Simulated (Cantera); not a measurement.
A perfectly stirred reactor is fed with CH4 : H2 = 1 : 1.7 (molar parts), at 0.00158 atm; it is held at 1848 K, and followed from long to short residence time.

Cantera simulation using GRI-Mech 3.0 (53 species, 325 reactions); the numbers are that mechanism's predictions, not measurements. GRI-Mech 3.0 stops at C3 and has no aromatics, soot or wall deposition, so with more carbon than oxygen in the feed, carbon stays in small species such as C2H2 where larger ones or solid carbon would form. Radical loss at walls, strong at low pressure, is not modelled.

**Question.** What does this change do: pressure from 0.00158 atm to 0.00651 atm?

**Answer.** 
| quantity | before | after |
|---|---|---|
| x(CH4) at τ = 0.550 s | 0.106 | 0.0529 |
| x(H2) at τ = 0.550 s | 0.792 | 0.827 |
| x(H) at τ = 0.550 s | 0.00208 | 0.00232 |
| x(C2H4) at τ = 0.550 s | 0.00161 | 0.000485 |
| x(C2H) at τ = 0.550 s | 2.59e-6 | 3.40e-6 |
| x(CH4) at τ = 18.0 ms | 0.361 | 0.270 |
| x(H2) at τ = 18.0 ms | 0.633 | 0.687 |
| x(H) at τ = 18.0 ms | 0.000359 | 0.00112 |
| x(C2H4) at τ = 18.0 ms | 0.00121 | 0.00581 |
| x(C2H) at τ = 18.0 ms | 4.65e-9 | 4.87e-7 |

**Question.** What does this change do: pressure from 0.00158 atm to 0.0132 atm?

**Answer.** 
```csv
quantity,before,after
x(CH4) at τ = 0.550 s,0.106,0.0382
x(H2) at τ = 0.550 s,0.792,0.837
x(H) at τ = 0.550 s,0.00208,0.00230
x(C2H4) at τ = 0.550 s,0.00161,0.000283
x(C2H) at τ = 0.550 s,2.59e-6,3.51e-6
x(CH4) at τ = 18.0 ms,0.361,0.216
x(H2) at τ = 18.0 ms,0.633,0.721
x(H) at τ = 18.0 ms,0.000359,0.00130
x(C2H4) at τ = 18.0 ms,0.00121,0.00478
x(C2H) at τ = 18.0 ms,4.65e-9,9.32e-7
```

**Question.** What does this change do: pressure from 0.00158 atm to 0.132 atm?

**Answer.** 
```
quantity                  before     after
----------------------  --------  --------
x(CH4) at τ = 0.550 s      0.106    0.0211
x(H2) at τ = 0.550 s       0.792     0.850
x(H) at τ = 0.550 s      0.00208   0.00125
x(C2H4) at τ = 0.550 s   0.00161  0.000300
x(C2H) at τ = 0.550 s    2.59e-6   1.98e-6
x(CH4) at τ = 18.0 ms      0.361     0.120
x(H2) at τ = 18.0 ms       0.633     0.786
x(H) at τ = 18.0 ms     0.000359  0.000955
x(C2H4) at τ = 18.0 ms   0.00121   0.00161
x(C2H) at τ = 18.0 ms    4.65e-9   1.15e-6
```
